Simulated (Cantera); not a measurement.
Input (Python, Cantera):

```python
import numpy as np
import cantera as ct

surf = ct.Interface("diamond.yaml", "diamond_100")
gas, bulk = surf.adjacent["gas"], surf.adjacent["diamond"]
k = surf.kinetics_species_index(bulk.species_names[0])
cover = ["c6HH", "c6H*", "c6*H", "c6**", "c6HM", "c6B"]

rows, drift = [], 0.0
print(f"{'P':>10s}{'um/h':>11s}" + "".join(f"{s:>11s}" for s in cover))
for v in [1500, 2200, 3400, 5200, 7900, 12000, 18000, 28000]:
    T, P, xH, xCH3 = 1350, v, 0.0059, 3e-05
    gas.TPX = T, P, {"H": xH, "CH3": xCH3, "CH4": 0.025, "H2": 1 - xH - xCH3 - 0.025}
    surf.TP = bulk.TP = T, P
    surf.coverages = "c6H*:0.1, c6HH:0.9"
    surf.advance_coverages(100.0)
    before = surf.coverages
    surf.advance_coverages(100.0)
    drift = max(drift, np.max(np.abs(surf.coverages - before) / (surf.coverages + 1e-9)))
    rate = surf.net_production_rates[k] * bulk.mean_molecular_weight / bulk.density * 3.6e9
    rows.append([rate, *surf[cover].coverages])
    print(f"{v:10.4g}{rate:11.4e}" + "".join(f"{x:11.3e}" for x in rows[-1][1:]))
```

It prints:

```
         P       um/h       c6HH       c6H*       c6*H       c6**       c6HM        c6B
      1500 7.0416e-02  3.601e-01  5.423e-02  5.346e-01  5.098e-02  7.914e-06  1.911e-10
      2200 1.1425e-01  3.601e-01  5.423e-02  5.346e-01  5.098e-02  1.184e-05  3.100e-10
      3400 1.9663e-01  3.601e-01  5.424e-02  5.345e-01  5.097e-02  1.851e-05  5.336e-10
      5200 3.3539e-01  3.601e-01  5.426e-02  5.345e-01  5.098e-02  2.836e-05  9.101e-10
      7900 5.7514e-01  3.601e-01  5.429e-02  5.344e-01  5.098e-02  4.269e-05  1.561e-09
   1.2e+04 1.0068e+00  3.601e-01  5.434e-02  5.343e-01  5.099e-02  6.349e-05  2.732e-09
   1.8e+04 1.7727e+00  3.601e-01  5.440e-02  5.342e-01  5.101e-02  9.197e-05  4.810e-09
   2.8e+04 3.3607e+00  3.601e-01  5.451e-02  5.340e-01  5.104e-02  1.349e-04  9.120e-09
```

Computed with Cantera and the Harris–Goodwin 1993 mechanism for the reconstructed diamond (100) surface.
